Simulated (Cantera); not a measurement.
Cantera run, input and output.

```python
import numpy as np
import cantera as ct

gas = ct.Solution("gri30.yaml")
gas.TPX = 1500, 700000, {'CH3OH': 0.02, 'O2': 0.0093, 'N2': 1}
inlet = ct.Reservoir(gas, clone=True)

reactor = ct.IdealGasConstPressureReactor(gas, energy="off", clone=False)
exhaust = ct.Reservoir(gas, clone=True)
tau = [0.98, 0.4, 0.16, 0.065, 0.026, 0.011, 0.0042, 0.0017, 0.00069][0]
for a, b in ((inlet, reactor), (reactor, exhaust)):
    ct.MassFlowController(a, b, mdot=lambda t: reactor.mass / tau)
net = ct.ReactorNet([reactor])
show = ['CH3OH', 'O2', 'C2H', 'HCN', 'CO2', 'H2O', 'CH2O']

rows = []
print(f"{'tau/s':>10s}{'T/K':>9s}" + "".join(f"{s:>11s}" for s in show))
for tau in [0.98, 0.4, 0.16, 0.065, 0.026, 0.011, 0.0042, 0.0017, 0.00069]:
    net.initial_time = 0.0
    net.advance(30 * tau)
    before = gas.X
    net.advance(40 * tau)
    drift = np.max(np.abs(gas.X - before) / (gas.X + 1e-9))
    rows.append([gas.T, *gas[show].X, drift])
    print(f"{tau:10.3e}{gas.T:9.1f}" + "".join(f"{x:11.3e}" for x in gas[show].X))
```

It prints:

```
     tau/s      T/K      CH3OH         O2        C2H        HCN        CO2        H2O       CH2O
 9.800e-01   1500.0  2.554e-06  2.852e-05  8.484e-12  2.412e-08  3.440e-03  1.421e-02  1.937e-06
 4.000e-01   1500.0  3.152e-06  3.498e-05  9.306e-12  4.141e-08  3.385e-03  1.419e-02  2.386e-06
 1.600e-01   1500.0  4.783e-06  5.274e-05  1.304e-11  7.045e-08  3.297e-03  1.423e-02  3.613e-06
 6.500e-02   1500.0  7.957e-06  8.681e-05  2.019e-11  1.142e-07  3.151e-03  1.432e-02  5.995e-06
 2.600e-02   1500.0  1.395e-05  1.493e-04  3.182e-11  1.790e-07  2.921e-03  1.445e-02  1.048e-05
 1.100e-02   1500.0  2.410e-05  2.501e-04  4.698e-11  2.576e-07  2.625e-03  1.457e-02  1.804e-05
 4.200e-03   1500.0  4.530e-05  4.428e-04  6.721e-11  3.507e-07  2.221e-03  1.463e-02  3.373e-05
 1.700e-03   1500.0  8.464e-05  7.495e-04  8.400e-11  4.065e-07  1.816e-03  1.447e-02  6.265e-05
 6.900e-04   1500.0  1.707e-04  1.264e-03  8.509e-11  3.649e-07  1.425e-03  1.385e-02  1.255e-04
```

Cantera simulation using GRI-Mech 3.0 (53 species, 325 reactions); the numbers are that mechanism's predictions, not measurements. GRI-Mech 3.0 was tuned for natural gas; its chemistry of methanol as a main component is partial and can be far from experiment.
